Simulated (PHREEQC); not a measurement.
Solution (20 °C): 1.2 mmol/kgw HCl and 52 mmol/kgw KCl. Closed to the air; pH follows from the charge balance.

Model: ion-association model, phreeqc.dat, run in PHREEQC.

```
quantity             before  after
-------------------  ------  -----
pH                     2.99   4.93
SI of Sylvite (KCl)   -3.61  -7.46
```

### Question
Which change was made?
(A) KCl from 0.052 to 0.078 mol/kgw
(B) KCl from 0.052 to 0.026 mol/kgw
(C) temperature from 20 to 80 °C
(D) diluted 100-fold with water
(E) KCl from 0.052 to 0.0104 mol/kgw

### Answer
D, diluted 100-fold with water

No solid was allowed to form.
